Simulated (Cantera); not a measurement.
A closed system holds: 1 mol CH3F, 0.015 mol Si, at 1073 K and 2.90e-5 bar.

These are equilibrium values from Cantera (NASA tables, ideal gas, pure condensed phases), not measurements of a reactor. Candidate condensed phases: C, C6H6, C7H8, C8H18, Si, SiC; 113 gas species. Kinetics and transport are ignored.

Base state: H2 0.519, HF 0.474, SiF4 0.00756 (mole fractions); condensed: C(graphite).

**Question.** What changes in the equilibrium state with this change: Si from 0.015 to 0.06 mol?

**Answer.** 
| species | before | after |
|---|---|---|
| H2 | 0.519 | 0.577 |
| HF | 0.474 | 0.392 |
| SiF4 | 0.00756 | 0.0309 |
| C(graphite), mol | 1.000 | 1.000 |
